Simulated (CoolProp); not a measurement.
The fluid at 548.4 K and 1.05 MPa flows at 0.11 m/s in a round tube of 25 mm bore and 45 µm roughness, fully developed (64/Re and Nu = 3.66 if laminar; Colebrook and Gnielinski if turbulent). The same conditions are run with several fluids, on thermodynamics alone (safety and materials aside).

Values from CoolProp's reference Helmholtz-energy equation of state of each fluid (water: Wagner 2002; ammonia: Gao 2020; methane: Setzmann 1991; n-hexane: Thol 2019).

```
fluid     Reynolds number  Darcy friction factor  pressure drop (Pa/m)  heat-transfer coefficient (W/(m² K))  mass flow (kg/h)
--------  ---------------  ---------------------  --------------------  ------------------------------------  ----------------
water                 615                  0.104                 0.108                                  6.28             0.832
ammonia               ___                  0.116                 0.111                                  9.01             0.771
methane               554                  0.115                 0.103                                  11.5               ___
n-hexane              ___                 0.0395                   ___                                  29.9              4.27
```

### Question
Complete the blanks.

### Answer

- ammonia, Reynolds number: 552
- methane, mass flow (kg/h): 0.717
- n-hexane, Reynolds number: 4920
- n-hexane, pressure drop (Pa/m): 0.210

Transport values come from each fluid's own correlations.
